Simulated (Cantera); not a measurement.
Input (Python, Cantera) and output of one run.

```python
import numpy as np
import cantera as ct

gas_names = """
    H HNO HNO2 HNO3 HO2 H2 H2O H2O2 N NH NH2 NH3 NH2OH NO NO2 NO3 N2 N2H2 N2H4 N2O O OH O2 O3 V VN VO
    VO2
""".split()
cond_names = """
    H2O(s) H2O(L) V(cr) V(L) VN(s) VO(s) VO(L) V2O3(s) V2O3(L) V2O4(I) V2O4(II) V2O4(L) V2O5(s) V2O5(L)
""".split()


def load(file, names, dense=False):
    # The tables refer to 1 bar. Condensed volumes are neglected.
    table = {s.name: s for s in ct.Species.list_from_file(file)}
    out = []
    for n in names:
        d = dict(table[n].input_data)
        d["thermo"] = dict(d["thermo"], **{"reference-pressure": 1e5})
        if dense:
            d["equation-of-state"] = {"model": "constant-volume", "density": "1e6 g/cm^3"}
        out.append(ct.Species.from_dict(d))
    return out


gas = ct.Solution(thermo="ideal-gas", species=load("nasa_gas.yaml", gas_names))
cond = {s.name: ct.Solution(thermo="fixed-stoichiometry", species=[s], name=s.name)
        for s in load("nasa_condensed.yaml", cond_names, dense=True)}
atoms = {
    'V2O5': {'V': 2, 'O': 5},
    'H2': {'H': 2},
    'N2': {'N': 2},
}
top_T = {'VN(s)': 2300}  # K; cautious upper limits of use, not melting points


def equilibrate(T, P, feed):
    n = {}
    for name, mol in feed.items():
        for a, k in atoms[name].items():
            n[a] = n.get(a, 0.0) + k * mol
    gas.TPX = T, P, n
    mass = sum(n.values()) * gas.mean_molecular_weight
    gas.equilibrate("TP")
    valid = [c for c in cond.values() if c.min_temp <= T <= top_T.get(c.name, c.max_temp)]
    mix = ct.Mixture([(gas, mass / gas.mean_molecular_weight)] + [(c, 0.0) for c in valid])
    mix.T, mix.P = T, P
    mix.equilibrate("TP", solver="vcs", rtol=1e-11, max_steps=5000)
    return mix


results = []
feed = {'V2O5': 1, 'H2': 0.31, 'N2': 65}  # mol
T = 948.15  # K
P = 3500  # Pa
mix = equilibrate(T, P, feed)
results.append((T, P, feed, dict(zip(mix.species_names, mix.species_moles))))
x = sorted(zip(gas.X, gas.species_names), reverse=True)
print(f"T = {T:g} K  P = {P:g} Pa  gas = {mix.phase_moles(0):.4g} mol")
print("   x: " + "  ".join(f"{s} {v:.3e}" for v, s in x if v > 0.0001))
print("   condensed (mol): " + ("  ".join(f"{mix.phase(i).name} {mix.phase_moles(i):.4g}"
      for i in range(1, mix.n_phases) if mix.phase_moles(i) > 1e-12) or "none"))
```

Result:

```
T = 948.15 K  P = 3500 Pa  gas = 65.47 mol
   x: N2 9.928e-01  H2O 4.735e-03  O2 2.426e-03
   condensed (mol): V2O4(II) 0.6278  V2O5(L) 0.3722
```

Cantera equilibrium calculation (NASA polynomials, part measured and part estimated; ideal gas, pure solids and liquids). Condensed phases not in the tables: the oxides between V2O3 and V2O5 other than VO2. Gases not in the tables: V4O10.
